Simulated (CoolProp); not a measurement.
Vapour-liquid equilibrium of R1234ze(E) (1) + R227EA (2) at 1100 kPa; x and y are mole fractions of (1).

The numbers come from the multi-fluid Helmholtz-energy mixture model, Thol 2016 and Lemmon 2016; pair parameters Bell 2023 in CoolProp.

```csv
x,"bubble temperature, mixture model (K)","bubble temperature, Raoult's law (K)","y, mixture model","y, Raoult's law"
0.05,330.1,330.2,0.055,0.054
0.125,329.6,330.0,0.136,0.134
0.2,329.2,329.7,0.215,0.214
0.275,328.8,329.5,0.292,0.292
0.35,328.5,329.2,0.368,0.369
0.425,328.2,328.9,…,0.445
0.5,327.9,328.7,0.516,0.521
0.575,327.7,328.4,0.588,0.595
0.65,327.5,328.2,…,0.669
0.725,327.3,327.9,0.732,0.741
0.8,327.2,327.7,…,0.813
0.875,327.1,327.5,…,0.884
0.95,327.0,327.2,0.950,0.954
```

**Question.** What belongs in the gaps?

**Answer.** 
- 0.425, y, mixture model: 0.442
- 0.65, y, mixture model: 0.660
- 0.8, y, mixture model: 0.804
- 0.875, y, mixture model: 0.877

The largest gap from Raoult's law is -0.8 K in bubble temperature, at x = 0.5. No azeotrope shows between x = 0.05 and 0.95.

Pair parameters are fitted to limited data, so mixtures are less certain than the pure fluids.
